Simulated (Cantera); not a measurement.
# Stirred combustor or abatement burner

A perfectly stirred reactor is fed with 3.02 % CH4, 3.63 % H2, 19.6 % O2, 73.7 % N2, at 9000 Torr; it is adiabatic with a 550 K inlet, and is followed from long to short residence time, starting on the burning branch (τ in s: 0.18, 0.07, 0.027, 0.01, 0.0039, 0.0015, 0.00056, 0.00021, 8.1e-05, 3.1e-05, 1.2e-05).

Model: GRI-Mech 3.0 (53 species, 325 reactions), integrated in Cantera. The pressure lies above the range GRI-Mech 3.0 was tuned for (to about 10 atm).

```csv
τ (s),T (K),x CH4,x H2,x O2,x H2O2,x NO
0.18,1525,8.04e-6,1.01e-5,0.120,7.01e-8,4.38e-7
0.070,1524,1.77e-5,2.27e-5,0.120,1.09e-7,3.80e-7
0.027,1521,4.01e-5,5.29e-5,0.120,1.89e-7,3.65e-7
0.010,1515,9.83e-5,0.000135,0.121,4.02e-7,3.55e-7
0.0039,1499,0.000252,0.000366,0.122,1.09e-6,2.84e-7
0.0015,1436,0.000985,0.00151,0.126,6.63e-6,7.96e-8
0.00056,550,0.0302,0.0363,0.196,<1e-12,<1e-12
0.00021,550,0.0302,0.0363,0.196,<1e-12,<1e-12
8.1e-5,550,0.0302,0.0363,0.196,<1e-12,<1e-12
3.1e-5,550,0.0302,0.0363,0.196,<1e-12,<1e-12
1.2e-5,550,0.0302,0.0363,0.196,<1e-12,<1e-12
```
x: mole fraction; the columns are a selection and need not sum to one.
